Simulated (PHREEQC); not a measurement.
# Brine: speciation

Solution (25 °C): 0.77 mol MgSO4, 0.086 mol KCl and 0.45 mol LiCl per kg of water. It is in equilibrium with CO2 at log p = -2 (atm). Otherwise closed; pH follows from the charge balance.

Model: Pitzer model, pitzer.dat, run in PHREEQC.

Precipitation was switched off in this run.

### Question
Estimate the pH, activity of water, density.

### Answer
pH 5.00; activity of water 0.964; density 1.098 g/cm³.

### Question
In which forms is C present?

### Answer
CO2 84 %, HCO3- 16 % of the C.

Complexes and solids missing from the database can't appear. In brines, pH and single-ion activities rest on the MacInnes convention.
